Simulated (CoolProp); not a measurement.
The fluid at 298.15 K and 2.2 MPa is throttled through a valve to 1.15 MPa with no heat exchange. The same conditions are run with several fluids, on thermodynamics alone (safety and materials aside).

The numbers come from the reference Helmholtz-energy equation of state of each fluid (R407C: Lemmon 2003; C3F8 (R218): Lemmon 2006; fluoroethane (R161): Wu 2012; n-decane: Lemmon 2006; R245ca: Zhou 2016) in CoolProp. Blends and air are pseudo-pure fits.

```
fluid                temperature change (K)  final phase  final density (kg/m³)
-------------------  ----------------------  -----------  ---------------------
R407C                                   [?]          [?]                    [?]
C3F8 (R218)                            -0.2       liquid                   1330
fluoroethane (R161)                    +0.1       liquid                    [?]
n-decane                                [?]       liquid                    [?]
R245ca                                  [?]       liquid                    [?]
```

Q: Complete the blanks.

A: 
- R407C, temperature change (K): -1.2
- R407C, final phase: two-phase, vapour fraction 0.010
- R407C, final density (kg/m³): 944
- fluoroethane (R161), final density (kg/m³): 712
- n-decane, temperature change (K): +0.5
- n-decane, final density (kg/m³): 727
- R245ca, temperature change (K): +0.3
- R245ca, final density (kg/m³): 1390
